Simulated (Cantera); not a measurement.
Mixture: C3H8 : O2 : N2 = 1 : 7.94 : 53.2 (molar parts), equivalence ratio 0.63, at 500000 Pa, adiabatic and at constant pressure. Ignition delay is the time to a rise of 400 K.

Computed with Cantera and GRI-Mech 3.0 (53 species, 325 reactions). GRI-Mech 3.0 was tuned for natural gas; its chemistry of propane as a main component is partial and can be far from experiment.

Predict: delay at 1250 K; delay at 1350 K; delay at 1450 K; delay at 1550 K; apparent activation energy between 1500 and 1600 K.


- delay at 1250 K = 1.40 ms
- delay at 1350 K = 0.268 ms
- delay at 1450 K = 70.6 µs
- delay at 1550 K = 25.3 µs
- apparent activation energy between 1500 and 1600 K = 180 kJ/mol
